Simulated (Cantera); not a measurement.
A perfectly stirred reactor is fed with 6.69 % CH4, 0.221 % H2, 19.5 % O2, 73.6 % N2, at 7500 Torr; it is adiabatic with a 598 K inlet, and is followed from long to short residence time, starting on the burning branch (τ in s: 0.19, 0.073, 0.029, 0.011, 0.0043, 0.0017, 0.00066, 0.00026, 0.0001, 3.9e-05, 1.5e-05).

Model: GRI-Mech 3.0 (53 species, 325 reactions), integrated in Cantera.

Problem. Predict: blow-out, bracketed by the residence times tried; x(CH4) at τ = 0.190 s; x(H2) at τ = 0.190 s; x(O2) at τ = 0.190 s; x(N2O) at τ = 0.190 s; x(CH4) at τ = 1.70 ms; x(H2) at τ = 1.70 ms; x(O2) at τ = 1.70 ms; x(N2O) at τ = 1.70 ms; x(CH2CO) at τ = 1.70 ms.

Solution. 
- blow-out, bracketed by the residence times tried: burning at 39.0 µs, out at 15.0 µs
- x(CH4) at τ = 0.190 s: 5.77e-7
- x(H2) at τ = 0.190 s: 7.69e-5
- x(O2) at τ = 0.190 s: 0.0597
- x(N2O) at τ = 0.190 s: 7.87e-7
- x(CH4) at τ = 1.70 ms: 3.98e-5
- x(H2) at τ = 1.70 ms: 0.000240
- x(O2) at τ = 1.70 ms: 0.0606
- x(N2O) at τ = 1.70 ms: 1.47e-6
- x(CH2CO) at τ = 1.70 ms: 1.76e-8
